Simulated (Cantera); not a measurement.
Input: 1 mol AlN, 2.4 mol Cl2, at 0.180 bar.

Cantera equilibrium calculation (NASA polynomials, part measured and part estimated; ideal gas, pure solids and liquids). Candidate condensed phases: Al, AlCl3, AlN; 11 gas species. Kinetics and transport are ignored. All values below are at 1275 K.

Base state: AlCl3 0.413, Cl2 0.365, N2 0.207, Cl 0.0141, Al2Cl6 0.000163 (mole fractions); condensed: gas only.

What changes in the equilibrium state with this change: 0.54 mol O2 added?


```json
[
 {"species": "Cl2", "before": "0.365", "after": "0.701"},
 {"species": "N2", "before": "0.207", "after": "0.179"},
 {"species": "AlCl3", "before": "0.413", "after": "0.100"},
 {"species": "Cl", "before": "0.0141", "after": "0.0195"},
 {"species": "Al2Cl6", "before": "0.000163", "after": "9.64e-6"},
 {"species": "Al2O3(s), mol", "before": "0", "after": "0.360"}
]
```
Further candidate phases: Al2O3.
